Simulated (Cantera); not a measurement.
Feed: 1 mol CH3F, 0.19 mol CH4, at 12.0 Pa.

These are equilibrium values from Cantera (NASA tables, ideal gas, pure condensed phases), not measurements of a reactor. Candidate condensed phases: C, C6H6, C7H8, C8H18; 95 gas species. The numbers say what is thermodynamically allowed, not how fast it happens. All values below are at 2950 K.

Base state: H 0.661, F 0.111, HF 0.0856, C 0.0789, C3 0.0421, C2 0.0140, CF 0.00351, H2 0.00287 (mole fractions); condensed: gas only.

### Question
What changes in the equilibrium state with this change: pressure from 12.0 Pa to 1.33 mbar?

### Answer
| species | before | after |
|---|---|---|
| H | 0.661 | 0.623 |
| HF | 0.0856 | 0.210 |
| C3 | 0.0421 | 0.0763 |
| F | 0.111 | 0.0260 |
| C | 0.0789 | 0.0193 |
| H2 | 0.00287 | 0.0284 |
| C2 | 0.0140 | 0.00931 |
| C4H2 | 2.92e-8 | 1.58e-5 |
| C2H2 (acetylene) | 1.42e-5 | 0.00103 |
| C5 | 6.08e-5 | 0.000814 |

### Question
What changes in the equilibrium state with this change: pressure from 12.0 Pa to 0.100 bar?

### Answer
```json
[
 {"species": "HF", "before": "0.0856", "after": "0.363"},
 {"species": "H2", "before": "0.00287", "after": "0.356"},
 {"species": "H", "before": "0.661", "after": "0.255"},
 {"species": "C2H2 (acetylene)", "before": "1.42e-5", "after": "0.0191"},
 {"species": "C", "before": "0.0789", "after": "0.000312"},
 {"species": "C2", "before": "0.0140", "after": "0.000182"},
 {"species": "F", "before": "0.111", "after": "0.00147"},
 {"species": "C3", "before": "0.0421", "after": "0.00181"},
 {"species": "C4H2", "before": "2.92e-8", "after": "0.000428"},
 {"species": "CH3", "before": "<1e-9", "after": "1.20e-5"},
 {"species": "C(graphite), mol", "before": "0", "after": "1.05"}
]
```
